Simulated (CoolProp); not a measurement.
Vapour-liquid equilibrium of n-octane (1) + p-xylene (2) at 318 K; x and y are mole fractions of (1).

The numbers come from the multi-fluid Helmholtz-energy mixture model, Beckmüller 2019 and Zhou 2012; pair parameters Bell 2016 in CoolProp.

Q: Give the bubble pressure and the first vapour's composition at x = 0.125, 0.65, 0.725. Is there an azeotrope?

A: x = 0.125: 0.003840 MPa, y = 0.223; x = 0.65: 0.004896 MPa, y = 0.720; x = 0.725: 0.004991 MPa, y = 0.778. No azeotrope shows between x = 0.05 and 0.95.

The pair parameters rest on a limited set of measurements; away from them the model extrapolates.
